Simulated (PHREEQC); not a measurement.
A solution holds 0.13 mol/kgw CaCl2, 3.6e-05 mol/kgw NaHCO3 and 0.00012 mol/kgw NaCl, at 25 °C. Closed to the air; pH follows from the charge balance.

All values are PHREEQC results (Pitzer model, pitzer.dat), not measurements.

Precipitation was switched off in this run.

Task: Order these C species by the share of C that they hold, largest first: CO3-2, HCO3-, CO2.

Result: HCO3- (94 %), CO2 (4.1 %), CO3-2 (1.7 %)

The pH is 7.60 and the ionic strength 0.390 mol/kgw. Complexes and solids missing from the database can't appear.
